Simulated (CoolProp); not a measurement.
A single-stage vapour-compression cycle with ammonia: evaporating at 208.15 K (dew point), condensing at 251.15 K (bubble point), superheat 2 K, subcooling 8 K, compressor efficiency 0.65, no pressure losses. Each further row changes one setting.

Computed with CoolProp (reference Helmholtz-energy equation of state, Gao 2020).

```csv
case,cooling COP,pressure ratio,discharge temperature (K),refrigerating effect (kJ/kg),volumetric capacity (kJ/m³)
as stated,2.56,11.2,447.4,1310,200
evaporating temperature 213.15 K,3.06,7.96,416.6,1320,276
condensing temperature 246.15 K,2.96,8.85,420.7,1330,203
subcooling 13 K,2.60,11.2,447.4,1330,203
superheat 12 K,2.48,11.2,466.1,1330,194
compressor efficiency 0.55,2.16,11.2,485.9,1310,200
```
